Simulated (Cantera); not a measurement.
An adiabatic, constant-volume homogeneous reactor starts with CH4 : H2 : O2 : N2 = 1 : 0.036 : 3.15 : 11.9 (molar parts), equivalence ratio 0.64, at 1325 K and 623 Torr. Integrator tolerance rtol = 1e-08.

Cantera simulation using GRI-Mech 3.0 (53 species, 325 reactions); the numbers are that mechanism's predictions, not measurements.

Q: What does this change do: pressure from 623 Torr to 4950 Torr?

A: 
```csv
quantity,before,after
time of steepest temperature rise,5.70 ms,0.985 ms
temperature at 0.400 s,2636 K,2732 K
equilibrium temperature,2636 K,2732 K
x(CH4) at 0.400 s,<1e-12 (gas-phase equilibrium <1e-12),<1e-12 (gas-phase equilibrium <1e-12)
x(H2) at 0.400 s,0.00386 (gas-phase equilibrium 0.00386),0.00213 (gas-phase equilibrium 0.00213)
x(O2) at 0.400 s,0.0634 (gas-phase equilibrium 0.0634),0.0614 (gas-phase equilibrium 0.0614)
x(CH2CO) at 0.400 s,<1e-12 (gas-phase equilibrium <1e-12),<1e-12 (gas-phase equilibrium <1e-12)
x(NO) at 0.400 s,0.0152 (gas-phase equilibrium 0.0152),0.0174 (gas-phase equilibrium 0.0174)
x(CH2O) at 0.400 s,2.92e-11 (gas-phase equilibrium 2.92e-11),7.98e-11 (gas-phase equilibrium 7.98e-11)
x(OH) at 0.400 s,0.0150 (gas-phase equilibrium 0.0150),0.0116 (gas-phase equilibrium 0.0116)
```

Q: What does this change do: initial temperature 1325 to 1000 K?

A: 
| quantity | before | after |
|---|---|---|
| time of steepest temperature rise | 5.70 ms | not reached |
| temperature at 0.400 s | 2636 K | 1029 K |
| equilibrium temperature | 2636 K | 2489 K |
| x(CH4) at 0.400 s | <1e-12 (gas-phase equilibrium <1e-12) | 0.0591 (gas-phase equilibrium <1e-12) |
| x(H2) at 0.400 s | 0.00386 (gas-phase equilibrium 0.00386) | 0.00251 (gas-phase equilibrium 0.00185) |
| x(O2) at 0.400 s | 0.0634 (gas-phase equilibrium 0.0634) | 0.193 (gas-phase equilibrium 0.0641) |
| x(CH2CO) at 0.400 s | <1e-12 (gas-phase equilibrium <1e-12) | 9.38e-7 (gas-phase equilibrium <1e-12) |
| x(NO) at 0.400 s | 0.0152 (gas-phase equilibrium 0.0152) | <1e-12 (gas-phase equilibrium 0.0120) |
| x(CH2O) at 0.400 s | 2.92e-11 (gas-phase equilibrium 2.92e-11) | 0.00107 (gas-phase equilibrium 8.28e-12) |
| x(OH) at 0.400 s | 0.0150 (gas-phase equilibrium 0.0150) | 7.82e-8 (gas-phase equilibrium 0.00945) |

Q: What does this change do: constant pressure in place of constant volume?

A: 
| quantity | before | after |
|---|---|---|
| time of steepest temperature rise | 5.70 ms | 5.95 ms |
| temperature at 0.400 s | 2636 K | 2451 K |
| equilibrium temperature | 2636 K | 2451 K |
| x(CH4) at 0.400 s | <1e-12 (gas-phase equilibrium <1e-12) | <1e-12 (gas-phase equilibrium <1e-12) |
| x(H2) at 0.400 s | 0.00386 (gas-phase equilibrium 0.00386) | 0.00238 (gas-phase equilibrium 0.00238) |
| x(O2) at 0.400 s | 0.0634 (gas-phase equilibrium 0.0634) | 0.0647 (gas-phase equilibrium 0.0647) |
| x(CH2CO) at 0.400 s | <1e-12 (gas-phase equilibrium <1e-12) | <1e-12 (gas-phase equilibrium <1e-12) |
| x(NO) at 0.400 s | 0.0152 (gas-phase equilibrium 0.0152) | 0.0113 (gas-phase equilibrium 0.0113) |
| x(CH2O) at 0.400 s | 2.92e-11 (gas-phase equilibrium 2.92e-11) | 5.34e-12 (gas-phase equilibrium 5.34e-12) |
| x(OH) at 0.400 s | 0.0150 (gas-phase equilibrium 0.0150) | 0.0105 (gas-phase equilibrium 0.0105) |
